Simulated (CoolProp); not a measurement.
Vapour-liquid equilibrium of R125 (1) + n-butane (2) at 231.7 K; x and y are mole fractions of (1).

The numbers come from the multi-fluid Helmholtz-energy mixture model, Lemmon 2005 and Bücker 2006; pair parameters Bell 2016 in CoolProp.

Question: Give the bubble pressure and the first vapour's composition at x = 0.25, 0.35, 0.65. Is there an azeotrope?

Answer: x = 0.25: 1.178 bar, y = 0.884; x = 0.35: 1.262 bar, y = 0.895; x = 0.65: 1.297 bar, y = 0.900. No azeotrope shows between x = 0.05 and 0.95.

The pair parameters rest on a limited set of measurements; away from them the model extrapolates. With so large a gap from Raoult's law the liquid may split in two, which this calculation doesn't test in full.
